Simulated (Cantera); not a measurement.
A closed system holds: 1 mol Si, 1.9 mol HCl, 0.57 mol H2, at 750 °C and 0.230 bar.

Method: chemical equilibrium by Gibbs-energy minimisation in Cantera with the NASA 1993 tables (ideal gas, pure condensed phases). Candidate condensed phases: Si; 19 gas species. The tables' values for SiCl3 are old estimates; treat these amounts as uncertain. Rates play no part.

Base state: H2 0.728, SiCl4 0.190, SiHCl3 0.0552, HCl 0.0212, SiCl3 0.00313, SiH2Cl2 0.00178, SiCl2 0.00109, SiH3Cl 1.48e-5 (mole fractions); condensed: Si(s).

Q: What changes in the equilibrium state with this change: temperature from 750 °C to 252 °C?

A: 
```json
[
 {"species": "H2", "before": "0.728", "after": "0.740"},
 {"species": "SiCl4", "before": "0.190", "after": "0.190"},
 {"species": "SiHCl3", "before": "0.0552", "after": "0.0698"},
 {"species": "HCl", "before": "0.0212", "after": "7.25e-6"},
 {"species": "SiCl2", "before": "0.00109", "after": "<1e-9"},
 {"species": "SiCl3", "before": "0.00313", "after": "2.48e-8"},
 {"species": "SiH3Cl", "before": "1.48e-5", "after": "2.46e-6"},
 {"species": "SiH2Cl2", "before": "0.00178", "after": "0.000983"},
 {"species": "Si(s), mol", "before": "0.504", "after": "0.490"}
]
```

Q: What changes in the equilibrium state with this change: H2 from 0.57 to 11 mol?

A: 
```
species      before     after
----------  -------  --------
H2            0.728     0.947
SiCl4         0.190    0.0236
HCl          0.0212    0.0143
SiHCl3       0.0552    0.0132
SiCl3       0.00313  0.000657
SiCl2       0.00109  0.000386
SiH2Cl2     0.00178  0.000817
Si(s), mol    0.504     0.519
```
